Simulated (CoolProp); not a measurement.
Vapour-liquid equilibrium of n-octane (1) + o-xylene (2) at 486.5 K; x and y are mole fractions of (1).

Computed with CoolProp (multi-fluid Helmholtz-energy mixture model, Beckmüller 2019 and Zhou 2012; pair parameters Bell 2016).

```json
[
 {"x": "0.05", "bubble pressure (bar)": "4.823", "y at the bubble point": "0.073", "dew pressure at overall composition x (bar)": "4.780", "liquid density (mol/L)": "6.433"},
 {"x": "0.15", "bubble pressure (bar)": "5.085", "y at the bubble point": "0.205", "dew pressure at overall composition x (bar)": "4.974", "liquid density (mol/L)": "6.187"},
 {"x": "0.25", "bubble pressure (bar)": "5.337", "y at the bubble point": "0.324", "dew pressure at overall composition x (bar)": "5.178", "liquid density (mol/L)": "5.952"},
 {"x": "0.35", "bubble pressure (bar)": "5.580", "y at the bubble point": "0.433", "dew pressure at overall composition x (bar)": "5.394", "liquid density (mol/L)": "5.728"},
 {"x": "0.45", "bubble pressure (bar)": "5.816", "y at the bubble point": "0.533", "dew pressure at overall composition x (bar)": "5.620", "liquid density (mol/L)": "5.515"},
 {"x": "0.55", "bubble pressure (bar)": "6.046", "y at the bubble point": "0.627", "dew pressure at overall composition x (bar)": "5.857", "liquid density (mol/L)": "5.311"},
 {"x": "0.65", "bubble pressure (bar)": "6.271", "y at the bubble point": "0.715", "dew pressure at overall composition x (bar)": "6.104", "liquid density (mol/L)": "5.116"},
 {"x": "0.75", "bubble pressure (bar)": "6.492", "y at the bubble point": "0.800", "dew pressure at overall composition x (bar)": "6.360", "liquid density (mol/L)": "4.929"},
 {"x": "0.85", "bubble pressure (bar)": "6.711", "y at the bubble point": "0.882", "dew pressure at overall composition x (bar)": "6.625", "liquid density (mol/L)": "4.749"},
 {"x": "0.95", "bubble pressure (bar)": "6.927", "y at the bubble point": "0.961", "dew pressure at overall composition x (bar)": "6.896", "liquid density (mol/L)": "4.577"}
]
```

No azeotrope shows between x = 0.05 and 0.95.

The pair parameters rest on a limited set of measurements; away from them the model extrapolates.
